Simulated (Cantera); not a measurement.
Stirred combustor or abatement burner

A perfectly stirred reactor is fed with 2.38 % C3H8, 11.9 % O2, 85.7 % N2, equivalence ratio 1.0, at 1.01 bar; it is adiabatic with a 575 K inlet, and is followed from long to short residence time, starting on the burning branch (τ in s: 0.022, 0.012, 0.0066, 0.0036, 0.0019, 0.0011, 0.00057, 0.00031, 0.00017, 9.2e-05, 5e-05, 2.7e-05, 1.5e-05).

Detailed kinetics in Cantera: GRI-Mech 3.0 (53 species, 325 reactions). GRI-Mech 3.0 was tuned for natural gas; its chemistry of propane as a main component is partial and can be far from experiment.

```tsv
τ (s)	T (K)	x C3H8	x O2	x H2	x CO	x CH4	x HO2	x HCN
0.022	1790	1.75e-6	0.00551	0.00314	0.00865	1.10e-6	1.29e-6	5.50e-7
0.012	1771	2.65e-6	0.00645	0.00369	0.0100	1.61e-6	1.69e-6	6.62e-7
0.0066	1749	4.01e-6	0.00749	0.00427	0.0115	2.49e-6	2.19e-6	7.84e-7
0.0036	1724	6.23e-6	0.00869	0.00489	0.0131	4.14e-6	2.82e-6	9.24e-7
0.0019	1694	1.02e-5	0.0102	0.00555	0.0152	7.64e-6	3.69e-6	1.10e-6
0.0011	1665	1.63e-5	0.0117	0.00609	0.0173	1.38e-5	4.75e-6	1.30e-6
0.00057	1623	3.15e-5	0.0144	0.00673	0.0211	3.16e-5	6.97e-6	1.65e-6
0.00031	1562	7.41e-5	0.0192	0.00753	0.0276	9.32e-5	1.29e-5	2.20e-6
0.00017	575	0.0238	0.119	<1e-12	<1e-12	<1e-12	<1e-12	<1e-12
9.2e-5	575	0.0238	0.119	<1e-12	<1e-12	<1e-12	<1e-12	<1e-12
5.0e-5	575	0.0238	0.119	<1e-12	<1e-12	<1e-12	<1e-12	<1e-12
2.7e-5	575	0.0238	0.119	<1e-12	<1e-12	<1e-12	<1e-12	<1e-12
1.5e-5	575	0.0238	0.119	<1e-12	<1e-12	<1e-12	<1e-12	<1e-12
```
x: mole fraction; the columns are a selection and need not sum to one.
